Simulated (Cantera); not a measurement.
Input: 1 mol CO, 0.062 mol H₂O, held at 1652 °C and 1050 Torr.

These are equilibrium values from Cantera (NASA tables, ideal gas, pure condensed phases), not measurements of a reactor. Candidate condensed phases: C, C₆H₆, C₇H₈, C₈H₁₈, H₂O; 110 gas species. Equilibrium is a limit: real reactors are often held back by kinetics, nucleation or transport.

Base state: CO 0.894, CO₂ 0.0475, H₂ 0.0474, H₂O 0.0109, H 0.000176 (mole fractions); condensed: gas only.

**Question.** What changes in the equilibrium state with this change: H₂O from 0.062 to 0.045 mol?

**Answer.** 
| species | before | after |
|---|---|---|
| CO | 0.894 | 0.920 |
| CO₂ | 0.0475 | 0.0368 |
| H₂ | 0.0474 | 0.0367 |
| H₂O | 0.0109 | 0.00631 |
| H | 0.000176 | 0.000155 |
